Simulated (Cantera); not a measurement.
A Cantera script and what it prints.

```python
import numpy as np
import cantera as ct

gas_names = [...]  # 113 gases of nasa_gas.yaml made of C, F, H, Si
cond_names = """
    C(gr) C6H6(L) C7H8(L) C8H18(L),n-octa Si(cr) Si(L) SiC(b)
""".split()


# ... load() reads the species with a 1 bar reference pressure and builds the phases ...
atoms = {
    'C2F6': {'C': 2, 'F': 6},
    'Si': {'Si': 1},
    'H2': {'H': 2},
}
top_T = {'C(gr)': 4500, 'SiC(b)': 3050}  # K; cautious upper limits of use, not melting points


# ... equilibrate(T, P, feed) seeds the gas with the atoms and calls Mixture.equilibrate('TP', solver="vcs", rtol=1e-11, max_steps=5000) ...
results = []
feed = {'C2F6': 1, 'Si': 0.19, 'H2': 0.081}  # mol
P = 100000  # Pa
for T in [2798, 2848, 2898, 2948, 2998, 3048, 3098, 3148, 3198, 3248, 3298, 3348, 3398]:
    mix = equilibrate(T, P, feed)
    results.append((T, P, feed, dict(zip(mix.species_names, mix.species_moles))))

top = {s: max(r[3][s] / sum(r[3][g] for g in gas_names) for r in results) for s in gas_names}
cols = sorted((s for s in top if top[s] > 1e-05), key=lambda s: -top[s])[:6]
seen = [c for c in cond_names if any(r[3].get(c, 0) > 1e-12 for r in results)]
print("log10 of partial pressures in bar; condensed amounts in mol")
print(f"{'T/K':>10s}" + "".join(f"{s[:9]:>10s}" for s in cols + seen))
for T, P, feed, n in results:
    ng = sum(n[g] for g in gas_names)
    print(f"{T:10.4g}" + "".join(f"{np.log10(max(n[s] / ng * P / 1e5, 1e-99)):10.3f}" for s in cols)
          + "".join(f"{n.get(c, 0):10.4g}" for c in seen))
```

Result:

```
log10 of partial pressures in bar; condensed amounts in mol
       T/K       CF2         F       CF4        CF      SiF4        HF     C(gr)
      2798    -0.313    -0.778    -0.778    -1.911    -1.146    -1.212    0.1496
      2848    -0.294    -0.709    -0.916    -1.790    -1.172    -1.238   0.09639
      2898    -0.285    -0.646    -1.068    -1.678    -1.197    -1.262   0.05857
      2948    -0.285    -0.590    -1.232    -1.575    -1.221    -1.284   0.03785
      2998    -0.294    -0.540    -1.407    -1.478    -1.242    -1.303   0.03344
      3048    -0.310    -0.495    -1.591    -1.389    -1.263    -1.321   0.04255
      3098    -0.331    -0.455    -1.782    -1.306    -1.283    -1.337   0.06127
      3148    -0.359    -0.419    -1.978    -1.229    -1.303    -1.352   0.08516
      3198    -0.391    -0.387    -2.180    -1.157    -1.324    -1.367    0.1094
      3248    -0.428    -0.359    -2.387    -1.090    -1.347    -1.382    0.1286
      3298    -0.469    -0.334    -2.599    -1.029    -1.373    -1.397    0.1365
      3348    -0.515    -0.313    -2.817    -0.972    -1.402    -1.412    0.1249
      3398    -0.567    -0.296    -3.041    -0.920    -1.436    -1.428   0.08274
```

Method: chemical equilibrium by Gibbs-energy minimisation in Cantera with the NASA 1993 tables (ideal gas, pure condensed phases). The feed counts by its element totals alone. The tables' values for SiF3, SiF2, C2F4 are old estimates; treat these amounts as uncertain. Gases not in the tables: C2F6 and larger saturated fluorocarbons.
